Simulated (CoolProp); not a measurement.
Vapour-liquid equilibrium of ethylene (1) + 1-butene (2) at 0.0489 MPa; x and y are mole fractions of (1).

Values from CoolProp's multi-fluid Helmholtz-energy mixture model, Smukala 2000 and Lemmon 2005; pair parameters Bell 2016.

```
x     bubble temperature (K)  y at the bubble point  dew temperature at overall composition x (K)  liquid density (mol/L)
----  ----------------------  ---------------------  --------------------------------------------  ----------------------
0.05                   216.3                  0.837                                         248.4                   12.37
0.2                    184.8                  0.987                                         244.8                   13.80
0.35                   174.2                  0.996                                         240.5                   14.94
0.5                    168.2                  0.998                                         235.4                   16.12
0.65                   164.2                  0.999                                         228.9                   17.39
0.8                    161.1                  1.000                                         219.5                   18.77
0.95                   158.7                  1.000                                         200.0                   20.28
```

No azeotrope shows between x = 0.05 and 0.95.

The pair parameters rest on a limited set of measurements; away from them the model extrapolates. The gap from Raoult's law changes sign with composition, which may be real or a fault of the pair parameters; it wasn't checked against measurements.
